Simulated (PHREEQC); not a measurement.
0.043 g of hydrous ferric oxide (600 m²/g; 0.2 weak and 0.005 strong sites per Fe, Dzombak-Morel constants, diffuse double layer) in 1 kg of water with 0.3 mol/kgw of an inert sodium salt and 6.5e-05 mol/kgw SrCl2, 4.4e-07 mol/kgw Ag2SO4 and 1.4e-06 mol/kgw MgCl2, at 25 °C; the pH is set by adding NaOH or the inert anion's acid. Oxygen is held at 0.21 atm. CO2 from the air is kept out. Precipitation was switched off in this run.

All values are PHREEQC results (ion-association model, wateq4f.dat), not measurements.

```csv
pH,Sr sorbed (%),S sorbed (%),Ag sorbed (%),Mg sorbed (%),surface charge σ (C/m²),surface potential ψ (mV)
4,0.0,44.9,0.0,0.0,0.348,123
4.5,0.0,38.0,0.0,0.0,0.317,118
5,0.0,26.2,0.1,0.0,0.268,110
5.5,0.0,13.3,0.4,0.0,0.210,98
6,0.0,4.9,1.6,0.0,0.154,83
6.5,0.0,1.4,5.8,0.0,0.106,65
7,0.1,0.3,16.6,0.1,0.066,46
7.5,0.5,0.1,35.1,0.6,0.035,26
8,1.5,0.0,50.7,4.4,0.008,6
8.5,2.7,0.0,55.1,23.6,-0.017,-14
9,4.7,0.0,55.3,65.6,-0.044,-33
9.5,11.1,0.0,62.2,90.2,-0.070,-49
10,24.2,0.0,74.7,96.6,-0.091,-59
```
